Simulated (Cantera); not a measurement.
Feed: 1 mol Si, 0.72 mol CO₂, 54 mol N₂, equilibrated at 1200 °C and 1000 Pa.

Cantera equilibrium calculation (NASA polynomials, part measured and part estimated; ideal gas, pure solids and liquids). Candidate condensed phases: C, Si, SiC, SiO₂, Si₂N₂O, Si₃N₄; 34 gas species. N₂ is the only nitrogen source here; it is nearly inert below about 1500 K, so the nitride shown seldom forms there in practice. Mutual solubility and eutectic melting of coexisting phases are not modelled. The tables hold silica as quartz up to 1696 K and as liquid above; real silica turns to tridymite and cristobalite and melts near 1996 K. Equilibrium is a limit: real reactors are often held back by kinetics, nucleation or transport.

Question: What is the equilibrium state?

Answer: 
| Item | Value |
|---|---|
| x(N₂) | 0.986 |
| x(CO) | 0.0133 |
| x(SiO) | 0.000496 |
| n(SiO₂(β-quartz)) | 0.138 mol |
| n(Si₂N₂O(s)) | 0.418 mol |
| gas amount | 54.33 mol |
| log10 activity of C(graphite) (absent) | -2.75 |
| log10 activity of Si(s) (absent) | -3.60 |
